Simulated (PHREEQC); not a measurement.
Copper plating or etch bath (model solution)

Solution (20 °C): 0.0019 mol CuSO4, 3.5e-05 mol HCl and 0.023 mol KCl per kg of water. Closed to the air; pH follows from the charge balance.

All values are PHREEQC results (ion-association model, wateq4f.dat), not measurements.

Each row changes one thing in this solution. No solid was allowed to form.

| case | pH | ionic strength (mol/kgw) | Cu+2 (mol/kgw) | SO4-2 (mol/kgw) | CuSO4 (mol/kgw) | KSO4- (mol/kgw) | SI of Atacamite (Cu2(OH)3Cl) | SI of Tenorite (CuO) |
|---|---|---|---|---|---|---|---|---|
| as made | 4.54 | 0.0297 | 0.00170 | 0.00161 | 0.000157 | 0.000125 | -1.73 | -1.76 |
| temperature from 20 to 25 °C | 4.54 | 0.0296 | 0.00168 | 0.00160 | 0.000159 | 0.000135 | -1.50 | -1.57 |
| temperature from 20 to 50 °C | 4.55 | 0.0293 | 0.00158 | 0.00155 | … | 0.000189 | -0.49 | -0.73 |
| 0.0021 mol/kgw MgSO4 added | … | 0.0362 | … | 0.00319 | 0.000264 | 0.000233 | -1.74 | -1.75 |
| HCl from 3.5e-05 to 7e-05 mol/kgw | 4.24 | 0.0297 | 0.00170 | 0.00161 | 0.000157 | 0.000125 | -2.62 | -2.35 |
| 0.0023 mol/kgw H2SO4 added | … | 0.0348 | 0.00160 | 0.00312 | 0.000264 | 0.000231 | -8.08 | -5.98 |
| CuSO4 from 0.0019 to 0.00019 mol/kgw | … | 0.0238 | 0.000183 | 0.000173 | 2.02e-6 | 1.43e-5 | -3.69 | -2.76 |

Fill in the missing entries.


- temperature from 20 to 50 °C, CuSO4 (mol/kgw): 0.000160
- 0.0021 mol/kgw MgSO4 added, pH: 4.57
- 0.0021 mol/kgw MgSO4 added, Cu+2 (mol/kgw): 0.00159
- 0.0023 mol/kgw H2SO4 added, pH: 2.45
- CuSO4 from 0.0019 to 0.00019 mol/kgw, pH: 4.51

Away from 25 °C the constants follow the database's enthalpies or fits; those with neither stay at their 25 °C values.
